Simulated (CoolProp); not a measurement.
Vapour-liquid equilibrium of R227EA (1) + isobutene (2) at -23.45 °C; x and y are mole fractions of (1).

Computed with CoolProp (multi-fluid Helmholtz-energy mixture model, Lemmon 2016 and Lemmon 2005; pair parameters Bell 2016).

```
x     bubble pressure (kPa)  y at the bubble point  dew pressure at overall composition x (kPa)  liquid density (mol/L)
----  ---------------------  ---------------------  -------------------------------------------  ----------------------
0.05                  61.57                  0.210                                        52.94                   11.33
0.2                   78.18                  0.440                                        60.94                   10.87
0.35                  83.97                  0.520                                        71.13                   10.47
0.5                   86.26                  0.572                                        82.67                   10.11
0.65                  86.77                  0.632                                        86.58                   9.802
0.8                   84.69                  0.728                                        82.06                   9.532
0.95                  77.70                  0.906                                        75.83                   9.297
```

y crosses x between x = 0.5 and 0.65: the model has an azeotrope there.

Pair parameters are fitted to limited data, so mixtures are less certain than the pure fluids.
